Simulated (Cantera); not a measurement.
**Low-pressure radical oxidation in H2/O2**

An isothermal, constant-pressure homogeneous reactor starts with 0.405 % H2, 31.1 % O2, 68.5 % N2, equivalence ratio 0.0065, at 1473 K and 0.00415 atm.

Computed with Cantera and GRI-Mech 3.0 (53 species, 325 reactions). Radical loss at walls, strong at low pressure, is not modelled.

```
t (s)        x H2   x O2       x O    x HO2     x N2O      x NO     x H2O
--------  -------  -----  --------  -------  --------  --------  --------
0.000100  0.00405  0.311  6.22e-10  2.42e-9    <1e-12    <1e-12  1.23e-11
0.000242  0.00405  0.311   2.85e-9  5.85e-9    <1e-12    <1e-12  1.43e-10
0.000585  0.00405  0.311   1.09e-8  1.41e-8    <1e-12    <1e-12   1.41e-9
0.00141   0.00405  0.311   3.87e-8  3.41e-8    <1e-12    <1e-12   1.21e-8
0.00342   0.00405  0.311   1.74e-7  8.17e-8    <1e-12    <1e-12   1.13e-7
0.00827   0.00404  0.311   2.01e-6  1.93e-7  2.09e-12    <1e-12   2.03e-6
0.0200    0.00348  0.311  0.000360  1.56e-7  2.11e-11  2.75e-11  0.000398
0.0484    2.37e-5  0.307   0.00350  4.21e-8   1.18e-9   2.77e-9   0.00364
0.117     1.96e-5  0.307   0.00350  4.10e-8   3.70e-9   1.16e-8   0.00366
0.283     1.93e-5  0.307   0.00346  4.08e-8   6.13e-9   3.41e-8   0.00366
0.684     1.88e-5  0.307   0.00336  4.03e-8   6.93e-9   8.90e-8   0.00367
1.65      1.77e-5  0.308   0.00314  3.90e-8   7.03e-9   2.16e-7   0.00368
4.00      1.52e-5  0.308   0.00269  3.61e-8   7.19e-9   4.88e-7   0.00372
```
x: mole fraction; the columns are a selection and need not sum to one.

Equilibrium at this temperature and pressure: H2 1.47e-7, O2 0.309, O 2.41e-5, HO2 1.09e-8, N2O 4.55e-9, NO 0.00122, H2O 0.00403 (gas phase only).
